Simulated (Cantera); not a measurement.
**Low-pressure radical oxidation in H2/O2**

An isothermal, constant-pressure homogeneous reactor starts with H₂ : O₂ = 0.05 : 1 (molar parts), equivalence ratio 0.025, at 1048 K and 0.0133 bar.

Detailed kinetics in Cantera: GRI-Mech 3.0 (53 species, 325 reactions). Radical loss at walls, strong at low pressure, is not modelled. The temperature is held fixed by assumption; the heat of reaction is taken as removed at once.

| t (s) | x H₂ | x O₂ | x H | x O | x H₂O | x HO₂ |
|---|---|---|---|---|---|---|
| 1.00e-5 | 0.0476 | 0.952 | 1.47e-11 | <1e-12 | <1e-12 | 1.54e-11 |
| 3.39e-5 | 0.0476 | 0.952 | 4.51e-11 | 7.97e-12 | <1e-12 | 5.22e-11 |
| 0.000115 | 0.0476 | 0.952 | 1.29e-10 | 7.48e-11 | 2.81e-11 | 1.77e-10 |
| 0.000389 | 0.0476 | 0.952 | 5.41e-10 | 7.41e-10 | 6.91e-10 | 6.07e-10 |
| 0.00132 | 0.0476 | 0.952 | 1.86e-8 | 3.32e-8 | 5.02e-8 | 2.46e-9 |
| 0.00447 | 0.0421 | 0.948 | 0.00159 | 0.00249 | 0.00416 | 4.31e-6 |
| 0.0152 | 0.000635 | 0.931 | 0.00505 | 0.0173 | 0.0442 | 5.29e-6 |
| 0.0514 | 0.000169 | 0.946 | 0.000677 | 0.00471 | 0.0477 | 3.60e-6 |
| 0.174 | 1.97e-5 | 0.951 | 2.75e-5 | 0.000565 | 0.0486 | 1.33e-6 |
| 0.590 | 1.86e-6 | 0.951 | 8.81e-7 | 5.69e-5 | 0.0487 | 2.83e-7 |
| 2.00 | 2.26e-7 | 0.951 | 4.10e-8 | 7.34e-6 | 0.0488 | 5.12e-8 |
x: mole fraction; the columns are a selection and need not sum to one.

Equilibrium at this temperature and pressure: H₂ 1.49e-10, O₂ 0.951, H <1e-12, O 5.38e-9, H₂O 0.0488, HO₂ 1.43e-9 (gas phase only).
